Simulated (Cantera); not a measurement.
CO + O2 (carbon deposition, reforming and gasification)

A closed system holds: 1 mol CO, 0.37 mol O2, at 6.23 Torr.

These are equilibrium values from Cantera (NASA tables, ideal gas, pure condensed phases), not measurements of a reactor. Candidate condensed phases: C; 12 gas species. The numbers say what is thermodynamically allowed, not how fast it happens.

```
T (K)   x CO   x CO2     x O    x O2      x O3
-----  -----  ------  ------  ------  --------
2423   0.426   0.461  0.0309  0.0824  6.10e-10
2498   0.473   0.376  0.0501   0.101   1.05e-9
2573   0.515   0.295  0.0762   0.114   1.56e-9
2648   0.548   0.223   0.109   0.119   2.06e-9
2723   0.572   0.163   0.149   0.116   2.42e-9
2798   0.586   0.115   0.192   0.106   2.55e-9
2873   0.593  0.0794   0.237  0.0905   2.43e-9
2948   0.594  0.0534   0.280  0.0729   2.10e-9
3023   0.592  0.0353   0.317  0.0557   1.67e-9
```
x: gas mole fraction; nothing condenses.

From 2423 K to 3023 K nothing is condensed. The main C-bearing gas is CO2 at 2423 K and CO at 3023 K.
